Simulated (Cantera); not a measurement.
Charge: 1 mol C₆H₆, 0.1 mol H₂O, 1 mol H₂, at 20300 Torr.

Cantera equilibrium calculation (NASA polynomials, part measured and part estimated; ideal gas, pure solids and liquids). Candidate condensed phases: C, C₆H₆, C₇H₈, C₈H₁₈, H₂O; 110 gas species. The numbers say what is thermodynamically allowed, not how fast it happens. All values below are at 948 K.

Base state: CH₄ 0.601, H₂ 0.360, H₂O 0.0341, CO 0.00362, CO₂ 0.000620, C₂H₆ 0.000109 (mole fractions); condensed: C(graphite).

Problem. What changes in the equilibrium state with this change: 0.079 mol CO₂ added?

Solution. 
```json
[
 {"species": "CH₄", "before": "0.601", "after": "0.559"},
 {"species": "H₂", "before": "0.360", "after": "0.347"},
 {"species": "H₂O", "before": "0.0341", "after": "0.0809"},
 {"species": "CO₂", "before": "0.000620", "after": "0.00375"},
 {"species": "CO", "before": "0.00362", "after": "0.00891"},
 {"species": "C(graphite), mol", "before": "4.45", "after": "4.56"}
]
```
